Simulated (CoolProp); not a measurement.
Vapour pressure (bar) of 1-butene: the reference equation beside estimates from Tc = 146.1 °C, pc = 40.06 bar, ω = 0.192. Clausius-Clapeyron is anchored at -6.85 °C with a constant enthalpy of vaporisation of 22.03 kJ/mol.

The numbers come from the reference Helmholtz-energy equation of state, Lemmon 2005 in CoolProp. It is a short technical equation, of lower accuracy than the large ones.

```tsv
T (°C)	reference	Clausius-Clapeyron	van der Waals	Peng-Robinson
-27.25	0.4132	0.4344	3.047	0.4178
-17.05	0.6532	0.6673	3.854	0.6568
-6.85	0.9919	0.9919	4.796	0.9934
3.35	1.454	1.432	5.880	1.453
13.45	2.061	2.007	7.104	2.055
23.65	2.852	2.758	8.499	2.843
33.85	3.855	3.711	10.06	3.843
44.05	5.100	4.898	11.80	5.089
54.25	6.623	6.354	13.71	6.618
64.45	8.459	8.115	15.82	8.467
```

Absolute difference from the reference over all 10 rows, mean and median: Clausius-Clapeyron 3.1 and 3.5 %, van der Waals 274.4 and 221.3 %, Peng-Robinson 0.3 and 0.3 %.
